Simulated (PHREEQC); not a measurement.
# Buffer with phosphoric acid bath (model solution)

Solution A (0.0096 mol/kgw NH4Cl and 0.003 mol/kgw KOH) is mixed with solution B (0.0044 mol/kgw H3PO4 and 3.1e-05 mol/kgw H4SiO4) at 25 °C; shares are by mass of water, 1 kg in all. O2 is buffered at 0.21 atm. CO2 from the air is kept out. Solids allowed: Chalcedony. Others were left out.

The series has 21 steps of share of solution B, from 0 to 1.

Equilibrium calculation in PHREEQC: ion-association model, wateq4f.dat.

Problem. Between which two steps does the pH jump most, and from what to what?

Solution. Between share of solution B = 0.4 and 0.45: from 5.49 to 3.61.

H3PO4, which wateq4f.dat lacks, is added to it with the constant of phreeqc.dat.
